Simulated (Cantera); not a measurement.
What does this Cantera script print?

```python
import numpy as np
import cantera as ct

gas = ct.Solution("gri30.yaml", transport_model="multicomponent")
show = ['NH3', 'C2H2', 'H2O']

rows = []
print(f"{'T/K':>7s}{'rho':>11s}{'cp':>10s}{'mu':>11s}{'lambda':>11s}{'Pr':>7s}" + "".join(f"{'D_' + s:>11s}" for s in show))
for T in [400, 550, 700, 850, 1000, 1150, 1300, 1450, 1600]:
    gas.TPX = T, 13332, {'CO2': 0.83}
    Pr = gas.cp_mass * gas.viscosity / gas.thermal_conductivity
    D = [gas.mix_diff_coeffs_mole[gas.species_index(s)] for s in show]
    rows.append([gas.density, gas.cp_mass, gas.viscosity, gas.thermal_conductivity, Pr, *D])
    print(f"{T:7g}{gas.density:11.4e}{gas.cp_mass:10.1f}{gas.viscosity:11.4e}"
          f"{gas.thermal_conductivity:11.4e}{Pr:7.3f}" + "".join(f"{d:11.4e}" for d in D))
print("SI units: kg/m3, J/kg/K, Pa s, W/m/K, m2/s")
```

Output:

```
    T/K        rho        cp         mu     lambda     Pr      D_NH3     D_C2H2      D_H2O
    400 1.7642e-01     937.9 1.9751e-05 2.5287e-02  0.733 2.1320e-04 1.6101e-04 2.1747e-04
    550 1.2830e-01    1046.5 2.5967e-05 3.7069e-02  0.733 3.9507e-04 2.8892e-04 4.0657e-04
    700 1.0081e-01    1126.8 3.1458e-05 4.8364e-02  0.733 6.2113e-04 4.4421e-04 6.4375e-04
    850 8.3020e-02    1186.9 3.6423e-05 5.9027e-02  0.732 8.8630e-04 6.2403e-04 9.2350e-04
   1000 7.0567e-02    1234.3 4.0991e-05 6.9156e-02  0.732 1.1869e-03 8.2637e-04 1.2418e-03
   1150 6.1363e-02    1269.3 4.5250e-05 7.8593e-02  0.731 1.5202e-03 1.0497e-03 1.5955e-03
   1300 5.4282e-02    1297.6 4.9260e-05 8.7563e-02  0.730 1.8842e-03 1.2930e-03 1.9824e-03
   1450 4.8667e-02    1320.4 5.3066e-05 9.6085e-02  0.729 2.2771e-03 1.5551e-03 2.4004e-03
   1600 4.4104e-02    1338.6 5.6703e-05 1.0419e-01  0.728 2.6976e-03 1.8354e-03 2.8483e-03
SI units: kg/m3, J/kg/K, Pa s, W/m/K, m2/s
```

Cantera simulation using GRI-Mech 3.0 (53 species, 325 reactions); the numbers are that mechanism's predictions, not measurements.
